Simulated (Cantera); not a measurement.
A freely propagating, adiabatic, planar premixed flame of C₂H₆ : O₂ : N₂ : H₂O = 1 : 2.5 : 9.4 : 0.88 (molar parts), unburnt at 450 K and 6680 Torr; mixture-averaged transport, grid criteria slope 0.08 and curve 0.16, no radiation.

Computed with Cantera and GRI-Mech 3.0 (53 species, 325 reactions). Burning velocities carry a grid error of a few per cent, more on coarse grids.

Q: What does this change do: inlet temperature 450 to 373 K?

A: 
```csv
quantity,before,after
laminar burning velocity,21.2 cm/s,14.4 cm/s
thermal thickness,0.112 mm,0.129 mm
peak x(HCO),7.83e-6,6.19e-6
peak x(CH₂O),0.00160,0.00150
peak x(H),0.000694,0.000511
```
